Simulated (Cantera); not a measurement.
Feed: 1 mol C, 0.1 mol H₂O, 13 mol N₂, held at 450 °C and 1 atm.

Cantera equilibrium calculation (NASA polynomials, part measured and part estimated; ideal gas, pure solids and liquids). Candidate condensed phases: C, C₆H₆, C₇H₈, C₈H₁₈, H₂O; 136 gas species. The numbers say what is thermodynamically allowed, not how fast it happens.

Base state: N₂ 0.989, H₂ 0.00576, CO₂ 0.00244, H₂O 0.00148, CO 0.00124, CH₄ 0.000180 (mole fractions); condensed: C(graphite).

Question: What changes in the equilibrium state with this change: temperature from 450 °C to 652 °C?

Answer: 
```json
[
 {"species": "N₂", "before": "0.989", "after": "0.985"},
 {"species": "H₂", "before": "0.00576", "after": "0.00747"},
 {"species": "CO", "before": "0.00124", "after": "0.00718"},
 {"species": "CO₂", "before": "0.00244", "after": "0.000157"},
 {"species": "H₂O", "before": "0.00148", "after": "8.08e-5"},
 {"species": "CH₄", "before": "0.000180", "after": "1.28e-5"},
 {"species": "C(graphite), mol", "before": "0.949", "after": "0.903"}
]
```
